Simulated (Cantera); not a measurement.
Cantera run, input and output.

```python
import numpy as np
import cantera as ct

gas = ct.Solution("gri30.yaml")
gas.TPX = 1375, 100000, {'C2H6': 1, 'H2': 14}
reactor = ct.IdealGasConstPressureReactor(gas, energy="off", clone=False)
net = ct.ReactorNet([reactor])
net.rtol, net.atol = 1e-08, 1e-18
show = ['C2H6', 'H2', 'H', 'C2H2', 'C2H4', 'CH4']
times = np.geomspace(0.0002, 3, 12)

steps = ct.SolutionArray(gas, extra=["t"])
rows = []
print(f"{'t/s':>10s}{'T/K':>9s}{'P/Pa':>11s}" + "".join(f"{s:>11s}" for s in show))
for t in times:
    while net.time < t:
        t_next = net.step()
        steps.append(gas.state, t=t_next)
    rows.append([np.interp(t, steps.t, y) for y in (steps.T, steps.P, *steps(*show).X.T)])
    print(f"{t:10.3e}{rows[-1][0]:9.1f}{rows[-1][1]:11.4g}" + "".join(f"{x:11.3e}" for x in rows[-1][2:]))
rate = np.gradient(steps.T, steps.t)
print("integrator steps:", len(steps.t))
if steps.T.max() > steps.T[0] + 200:
    print(f"time of steepest temperature rise: {steps.t[rate.argmax()]:.4e} s")
gas.TPX = 1375, 100000, {'C2H6': 1, 'H2': 14}
gas.equilibrate("TP")
print(f"equilibrium (TP): T = {gas.T:.1f} K  " + "  ".join(f"{s} {gas[s].X[0]:.3e}" for s in show))
```

Result:

```
       t/s      T/K       P/Pa       C2H6         H2          H       C2H2       C2H4        CH4
 2.000e-04   1375.0      1e+05  3.859e-02  9.286e-01  6.894e-05  2.032e-04  2.006e-02  1.210e-02
 4.794e-04   1375.0      1e+05  1.687e-02  9.244e-01  6.297e-05  1.009e-03  3.475e-02  2.273e-02
 1.149e-03   1375.0      1e+05  4.159e-03  9.217e-01  4.186e-05  2.998e-03  4.155e-02  2.945e-02
 2.754e-03   1375.0      1e+05  1.171e-03  9.208e-01  2.379e-05  5.739e-03  4.033e-02  3.189e-02
 6.601e-03   1375.0      1e+05  7.234e-04  9.201e-01  1.871e-05  9.393e-03  3.603e-02  3.370e-02
 1.582e-02   1375.0      1e+05  5.761e-04  9.189e-01  1.679e-05  1.448e-02  2.944e-02  3.654e-02
 3.792e-02   1375.0      1e+05  4.372e-04  9.168e-01  1.446e-05  1.890e-02  2.274e-02  4.108e-02
 9.090e-02   1375.0      1e+05  3.538e-04  9.130e-01  1.235e-05  1.960e-02  1.871e-02  4.826e-02
 2.179e-01   1375.0      1e+05  2.960e-04  9.066e-01  1.024e-05  1.710e-02  1.587e-02  6.011e-02
 5.222e-01   1375.0      1e+05  2.209e-04  8.971e-01  7.847e-06  1.306e-02  1.209e-02  7.748e-02
 1.252e+00   1375.0      1e+05  1.371e-04  8.860e-01  5.626e-06  8.321e-03  7.671e-03  9.782e-02
 3.000e+00   1375.0      1e+05  7.056e-05  8.764e-01  4.037e-06  4.187e-03  3.876e-03  1.154e-01
integrator steps: 1167
equilibrium (TP): T = 1375.0 K  C2H6 3.591e-05  H2 8.708e-01  H 3.219e-06  C2H2 1.757e-03  C2H4 1.688e-03  CH4 1.257e-01
```

Cantera simulation using GRI-Mech 3.0 (53 species, 325 reactions); the numbers are that mechanism's predictions, not measurements. GRI-Mech 3.0 stops at C3 and has no aromatics, soot or wall deposition, so with more carbon than oxygen in the feed, carbon stays in small species such as C2H2 where larger ones or solid carbon would form.
